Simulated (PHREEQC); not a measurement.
# Reverse-osmosis reject

Model water analysis in mmol/kgw, 25 °C, pH 6.21, pe 10.1: Na 107; K 0.0467; Ca 6.41; Mg 3.51; Cl 121; S(6) 0.723; Alkalinity (meq/kgw) 0.218; F 0.0464; N(5) 0.0193; Br 0.336.

Valence states are taken as typed.

Computed with PHREEQC (ion-association model, wateq4f.dat).

Each row changes one thing in this solution. This is a speciation only: nothing precipitates in the calculation.

```tsv
case	SO4-2 (mol/kgw)	CO2 (mol/kgw)	HCO3- (mol/kgw)	NaSO4- (mol/kgw)	CaSO4 (mol/kgw)	MgSO4 (mol/kgw)	SI of Fluorite (CaF2)	SI of Gypsum (CaSO4:2H2O)
as made	0.000507	0.000210	0.000203	9.08e-5	7.49e-5	5.05e-5	-1.09	-1.83
pH from 6.21 to 5.91 at the same alkalinity	0.000507	0.000422	0.000204	9.08e-5	7.49e-5	5.05e-5	-1.09	-1.83
Na from 107 to 321 mmol/kgw	0.000450	0.000188	0.000193	0.000197	4.49e-5	3.11e-5	-1.24	-2.05
temperature from 25 to 15 °C at the same typed pH	0.000521	0.000248	0.000204	8.88e-5	7.22e-5	4.11e-5	-0.94	-1.81
all concentrations times 3 at the same typed pH	0.00126	0.000497	0.000552	0.000460	0.000262	0.000186	-0.02	-1.27
```
